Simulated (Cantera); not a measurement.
# SiHCl₃ + C₃H₈ + H₂ (silicon carbide growth)

Feed: 1 mol SiHCl₃, 0.83 mol C₃H₈, 21 mol H₂, equilibrated at 133 Pa.

Method: chemical equilibrium by Gibbs-energy minimisation in Cantera with the NASA 1993 tables (ideal gas, pure condensed phases). Candidate condensed phases: C, C₆H₆, C₇H₈, C₈H₁₈, Si, SiC; 109 gas species. The tables' values for SiCl are old estimates; treat these amounts as uncertain. Gases not in the tables: Si₂H₆ and higher silanes. Rates play no part.

From 1498 K to 2098 K the condensed part is C(graphite) + SiC(s). The main Si-bearing gas is SiCl₂ at 1498 K and Si at 2098 K. The share of Si in condensed phases is highest at 1498 K (99.1 %) and lowest at 2098 K (68.5 %).

| T (K) | x H₂ | x HCl | x H | x Si | n C(graphite) | n SiC(s) |
|---|---|---|---|---|---|---|
| 1498 | 0.886 | 0.113 | 0.000443 | 5.44e-8 | 1.50 | 0.991 |
| 1548 | 0.886 | 0.113 | 0.000794 | 2.08e-7 | 1.50 | 0.989 |
| 1598 | 0.885 | 0.113 | 0.00137 | 7.32e-7 | 1.50 | 0.986 |
| 1648 | 0.884 | 0.112 | 0.00229 | 2.38e-6 | 1.50 | 0.983 |
| 1698 | 0.883 | 0.112 | 0.00372 | 7.23e-6 | 1.51 | 0.980 |
| 1748 | 0.881 | 0.111 | 0.00587 | 2.06e-5 | 1.51 | 0.976 |
| 1798 | 0.878 | 0.110 | 0.00904 | 5.52e-5 | 1.51 | 0.971 |
| 1848 | 0.874 | 0.109 | 0.0136 | 0.000140 | 1.51 | 0.963 |
| 1898 | 0.868 | 0.108 | 0.0199 | 0.000339 | 1.52 | 0.952 |
| 1948 | 0.859 | 0.106 | 0.0287 | 0.000784 | 1.53 | 0.933 |
| 1998 | 0.847 | 0.104 | 0.0404 | 0.00174 | 1.55 | 0.897 |
| 2048 | 0.831 | 0.101 | 0.0559 | 0.00370 | 1.60 | 0.826 |
| 2098 | 0.808 | 0.0971 | 0.0758 | 0.00759 | 1.70 | 0.685 |
x: gas mole fraction; n: condensed amount in mol.
